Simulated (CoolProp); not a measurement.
R125 at 293.15 K and 0.0772 MPa is throttled through a valve to 0.0223 MPa with no heat exchange. Each further row changes one setting.

The numbers come from the reference Helmholtz-energy equation of state, Lemmon 2005 in CoolProp.

```tsv
case	temperature change (K)	final density (kg/m³)
as stated	___	___
outlet pressure 0.00669 MPa	___	___
outlet pressure 0.029 MPa	___	___
```

Task: Some entries are withheld; supply them.

Result: 
- as stated, temperature change (K): -0.8
- as stated, final density (kg/m³): 1.11
- outlet pressure 0.00669 MPa, temperature change (K): -1.0
- outlet pressure 0.00669 MPa, final density (kg/m³): 0.331
- outlet pressure 0.029 MPa, temperature change (K): -0.7
- outlet pressure 0.029 MPa, final density (kg/m³): 1.44
